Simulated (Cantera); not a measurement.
An isothermal, constant-pressure homogeneous reactor starts with NO : N₂ = 1 : 1.9 (molar parts), at 1900 K and 0.550 bar.

Detailed kinetics in Cantera: GRI-Mech 3.0 (53 species, 325 reactions).

x: mole fraction; the columns are a selection and need not sum to one.

| t (s) | x NO | x NO₂ | x O₂ | x N₂ | x N₂O | x O |
|---|---|---|---|---|---|---|
| 3.00e-5 | 0.345 | ? | 2.52e-9 | 0.655 | 1.05e-6 | 9.24e-7 |
| 0.000105 | 0.345 | ? | 2.71e-8 | 0.655 | 3.60e-6 | 2.49e-6 |
| 0.000370 | 0.345 | ? | 3.10e-7 | 0.655 | 1.16e-5 | 5.88e-6 |
| 0.00130 | 0.345 | ? | 5.97e-6 | 0.655 | 3.07e-5 | 1.64e-5 |
| 0.00456 | 0.344 | 7.55e-5 | 9.91e-5 | 0.655 | 4.99e-5 | 3.00e-5 |
| 0.0160 | 0.343 | 8.14e-5 | 0.000555 | 0.656 | 5.19e-5 | 3.21e-5 |
| 0.0562 | 0.340 | ? | 0.00217 | 0.657 | 5.07e-5 | 3.60e-5 |
| 0.197 | 0.329 | ? | 0.00777 | 0.663 | 4.71e-5 | 4.70e-5 |
| 0.693 | 0.292 | 0.000166 | 0.0263 | 0.682 | 3.64e-5 | 7.20e-5 |
| 2.43 | 0.195 | 0.000179 | 0.0747 | 0.730 | 1.59e-5 | 0.000113 |
| 8.54 | 0.0630 | ? | 0.141 | 0.796 | 1.79e-6 | 0.000153 |
| 30.0 | 0.00976 | ? | 0.167 | 0.823 | 2.53e-7 | 0.000166 |

Task: What belongs in the gaps?

Result: 
- 3.00e-5, x NO₂: 1.47e-7
- 0.000105, x NO₂: 1.36e-6
- 0.000370, x NO₂: 8.50e-6
- 0.00130, x NO₂: 3.67e-5
- 0.0562, x NO₂: 9.16e-5
- 0.197, x NO₂: 0.000119
- 8.54, x NO₂: 7.87e-5
- 30.0, x NO₂: 1.33e-5
